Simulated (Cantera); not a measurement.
A perfectly stirred reactor is fed with H2 : O2 : N2 : H2O = 0.44 : 1 : 0.2 : 0.014 (molar parts), equivalence ratio 0.22, at 2.18 Torr; it is held at 1025 K, and followed from long to short residence time.

Computed with Cantera and the H2/O2 subset of GRI-Mech 3.0, which has no nitrogen chemistry. Radical loss at walls, strong at low pressure, is not modelled. The temperature is held fixed by assumption; the heat of reaction is taken as removed at once.

Predict: x(H2) at τ = 2.30 s; x(O2) at τ = 2.30 s; x(H) at τ = 2.30 s; x(H2O2) at τ = 2.30 s; x(HO2) at τ = 2.30 s; x(H2) at τ = 46.0 ms; x(O2) at τ = 46.0 ms; x(H) at τ = 46.0 ms; x(H2O2) at τ = 46.0 ms; x(HO2) at τ = 46.0 ms.

x(H2) at τ = 2.30 s: 0.00287
x(O2) at τ = 2.30 s: 0.538
x(H) at τ = 2.30 s: 0.00478
x(H2O2) at τ = 2.30 s: 1.29e-7
x(HO2) at τ = 2.30 s: 3.06e-6
x(H2) at τ = 46.0 ms: 0.0226
x(O2) at τ = 46.0 ms: 0.504
x(H) at τ = 46.0 ms: 0.0883
x(H2O2) at τ = 46.0 ms: 6.67e-8
x(HO2) at τ = 46.0 ms: 2.76e-6
